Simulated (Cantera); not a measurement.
Charge: 1 mol B₂O₃, 0.66 mol F₂, 10 mol H₂, at 1225 K and 7.50 Torr.

Equilibrium computed with Cantera from the NASA thermochemical tables; the gas is ideal and each condensed phase is pure. Candidate condensed phases: B, B₂O₃, B₃O₃H₃, H₂O; 43 gas species. Gases not in the tables: H₃BO₃. Kinetics and transport are ignored.

Base state: H₂ 0.875, HF 0.0639, H₂O 0.0289, BOF 0.0152, BF₃ 0.0131, HBO₂ 0.00200, B₃O₃F₃ 0.00174, BHF₂ 1.52e-5 (mole fractions); condensed: B₂O₃(l).

### Question
What changes in the equilibrium state with this change: B₂O₃ replaced by SiO₂?

### Answer
```csv
species,before,after
H₂,0.875,0.881
HF,0.0639,0.104
H₂O,0.0289,0.00998
BOF,0.0152,0
BF₃,0.0131,0
SiF₄,0,0.00499
HBO₂,0.00200,0
B₃O₃F₃,0.00174,0
BHF₂,1.52e-5,0
"B₂O₃(l), mol",0.810,0
"SiO₂(β-quartz), mol",0,0.947
```
The tables hold silica as quartz up to 1696 K and as liquid above; real silica turns to tridymite and cristobalite and melts near 1996 K. Further candidate phases: Si, SiO₂.
